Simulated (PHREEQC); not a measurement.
Mixed reagents with silver or lead bath: speciation

Solution A (0.014 mol CdSO4, 0.0035 mol KCl and 0.22 mol H2SO4 per kg of water) is mixed with solution B (0.00094 mol/kgw Ag2SO4 and 0.00012 mol/kgw KNO3) at 54 °C; shares are by mass of water, 1 kg in all. Oxygen alone is held at its pressure in air (log pO2 = -0.68). The system is closed to CO2. The run lets Cd(OH)2, CdOHCl, Cerargyrite, Ag2O, Ag2SO4 precipitate or redissolve, and no other solid.

Computed with PHREEQC (ion-association model, wateq4f.dat).

Problem. Predict pH, Cerargyrite (mol), Cl in solution (mol/kgw) at share of solution B = 0.2, 0.35, 0.9, 1.

Solution. 
```tsv
share of solution B	pH	Cerargyrite (mol)	Cl in solution (mol/kgw)
0.2	0.84	0.000371	0.00243
0.35	0.92	0.000653	0.00162
0.9	1.64	0.000345	4.56e-6
1	6.61	0	0
```

At this temperature some constants are extrapolated from 25 °C, and those without enthalpy data are left unchanged.
